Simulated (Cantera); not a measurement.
Cantera run:

```python
import numpy as np
import cantera as ct

gas_names = [...]  # 92 gases of nasa_gas.yaml made of C, H, N
cond_names = """
    C(gr) C6H6(L) C7H8(L) C8H18(L),n-octa
""".split()


# ... load() reads the species with a 1 bar reference pressure and builds the phases ...
atoms = {
    'C6H6': {'C': 6, 'H': 6},
    'NH3': {'N': 1, 'H': 3},
}
top_T = {'C(gr)': 4500}  # K; cautious upper limits of use, not melting points


# ... equilibrate(T, P, feed) seeds the gas with the atoms and calls Mixture.equilibrate('TP', solver="vcs", rtol=1e-11, max_steps=5000) ...
results = []
feed = {'C6H6': 1, 'NH3': 0.032}  # mol
T = 2598.15  # K
for P in [10, 56, 320, 1800, 10000, 56000, 320000, 1800000, 10000000]:
    mix = equilibrate(T, P, feed)
    results.append((T, P, feed, dict(zip(mix.species_names, mix.species_moles))))

top = {s: max(r[3][s] / sum(r[3][g] for g in gas_names) for r in results) for s in gas_names}
cols = sorted((s for s in top if top[s] > 0.0001), key=lambda s: -top[s])[:6]
seen = [c for c in cond_names if any(r[3].get(c, 0) > 1e-12 for r in results)]
print("log10 of partial pressures in bar; condensed amounts in mol")
print(f"{'P/Pa':>10s}" + "".join(f"{s[:9]:>10s}" for s in cols + seen))
for T, P, feed, n in results:
    ng = sum(n[g] for g in gas_names)
    print(f"{P:10.4g}" + "".join(f"{np.log10(max(n[s] / ng * P / 1e5, 1e-99)):10.3f}" for s in cols)
          + "".join(f"{n.get(c, 0):10.4g}" for c in seen))
```

Result:

```
log10 of partial pressures in bar; condensed amounts in mol
      P/Pa        H2         H        C3 C2H2,acet       CH4         C     C(gr)
        10    -5.246    -4.042    -5.666    -7.039   -14.382    -6.215     5.514
        56    -3.902    -3.370    -5.666    -5.695   -11.694    -6.215     5.873
       320    -2.791    -2.815    -5.666    -4.584    -9.472    -6.215     5.904
      1800    -1.877    -2.358    -5.666    -3.670    -7.644    -6.215     5.897
     1e+04    -1.062    -1.950    -5.666    -2.855    -6.014    -6.215     5.891
   5.6e+04    -0.284    -1.561    -5.666    -2.077    -4.458    -6.215     5.888
   3.2e+05     0.485    -1.176    -5.666    -1.308    -2.919    -6.215     5.886
   1.8e+06     1.240    -0.799    -5.666    -0.553    -1.410    -6.215     5.878
     1e+07     1.982    -0.428    -5.666     0.189     0.074    -6.215     5.845
```

Equilibrium computed with Cantera from the NASA thermochemical tables; the gas is ideal and each condensed phase is pure. The ideal-gas law is rough above about 30 bar.
